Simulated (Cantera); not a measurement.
An adiabatic, constant-volume homogeneous reactor starts with H2 : O2 : N2 = 1 : 0.238 : 0.895 (molar parts), equivalence ratio 2.1, at 1023 K and 5.00 bar. Integrator tolerance rtol = 1e-08.

Cantera simulation using GRI-Mech 3.0 (53 species, 325 reactions); the numbers are that mechanism's predictions, not measurements. The hydrogen kinetics of GRI-Mech 3.0 are dated; newer H2 mechanisms differ, most at raised pressure.

Task: What does this change do: initial temperature 1023 to 1250 K?

Result: 
```json
[
 {"quantity": "time of steepest temperature rise", "before": "4.22 ms", "after": "10.8 µs"},
 {"quantity": "temperature at 0.800 s", "before": "2870 K", "after": "2973 K"},
 {"quantity": "equilibrium temperature", "before": "2870 K", "after": "2973 K"},
 {"quantity": "x(H2) at 0.800 s", "before": "0.269 (gas-phase equilibrium 0.269)", "after": "0.265 (gas-phase equilibrium 0.265)"},
 {"quantity": "x(O2) at 0.800 s", "before": "5.33e-5 (gas-phase equilibrium 5.33e-5)", "after": "0.000128 (gas-phase equilibrium 0.000128)"},
 {"quantity": "x(HO2) at 0.800 s", "before": "1.96e-7 (gas-phase equilibrium 1.96e-7)", "after": "4.37e-7 (gas-phase equilibrium 4.37e-7)"},
 {"quantity": "x(OH) at 0.800 s", "before": "0.00415 (gas-phase equilibrium 0.00415)", "after": "0.00673 (gas-phase equilibrium 0.00673)"},
 {"quantity": "x(NO) at 0.800 s", "before": "0.000499 (gas-phase equilibrium 0.000499)", "after": "0.000878 (gas-phase equilibrium 0.000878)"}
]
```
